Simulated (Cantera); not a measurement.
Diamond growth

A diamond (100) surface in a fixed gas of H2 with x(CH4) = 0.0038, x(H) = 0.049, at 1323 K, 34.5 Torr; coverages are run to steady state.

Detailed kinetics in Cantera: the Harris–Goodwin 1993 mechanism for the reconstructed diamond (100) surface.

```json
[
 {"x(CH3)": "1e-06", "growth (µm/h)": "0.0261", "θ c6HH": "0.363", "θ c6H*": "0.0523", "θ c6*H": "0.533", "θ c6**": "0.0518", "θ c6HM": "1.08e-6"},
 {"x(CH3)": "2.4e-06", "growth (µm/h)": "0.0626", "θ c6HH": "0.363", "θ c6H*": "0.0523", "θ c6*H": "0.533", "θ c6**": "0.0518", "θ c6HM": "2.60e-6"},
 {"x(CH3)": "5.7e-06", "growth (µm/h)": "0.149", "θ c6HH": "0.363", "θ c6H*": "0.0523", "θ c6*H": "0.533", "θ c6**": "0.0518", "θ c6HM": "6.18e-6"},
 {"x(CH3)": "1.4e-05", "growth (µm/h)": "0.365", "θ c6HH": "0.363", "θ c6H*": "0.0523", "θ c6*H": "0.533", "θ c6**": "0.0518", "θ c6HM": "1.52e-5"},
 {"x(CH3)": "3.3e-05", "growth (µm/h)": "0.860", "θ c6HH": "0.363", "θ c6H*": "0.0523", "θ c6*H": "0.533", "θ c6**": "0.0518", "θ c6HM": "3.58e-5"},
 {"x(CH3)": "7.8e-05", "growth (µm/h)": "2.03", "θ c6HH": "0.363", "θ c6H*": "0.0523", "θ c6*H": "0.533", "θ c6**": "0.0518", "θ c6HM": "8.45e-5"},
 {"x(CH3)": "0.00019", "growth (µm/h)": "4.95", "θ c6HH": "0.363", "θ c6H*": "0.0523", "θ c6*H": "0.533", "θ c6**": "0.0518", "θ c6HM": "0.000206"},
 {"x(CH3)": "0.00044", "growth (µm/h)": "11.4", "θ c6HH": "0.363", "θ c6H*": "0.0522", "θ c6*H": "0.532", "θ c6**": "0.0517", "θ c6HM": "0.000476"},
 {"x(CH3)": "0.0011", "growth (µm/h)": "28.5", "θ c6HH": "0.362", "θ c6H*": "0.0521", "θ c6*H": "0.531", "θ c6**": "0.0514", "θ c6HM": "0.00119"}
]
```
θ: site fractions in the mechanism's names (c6HH fully hydrogenated, c6H* and c6*H radical sites, c6** diradical, c6HM methylated).
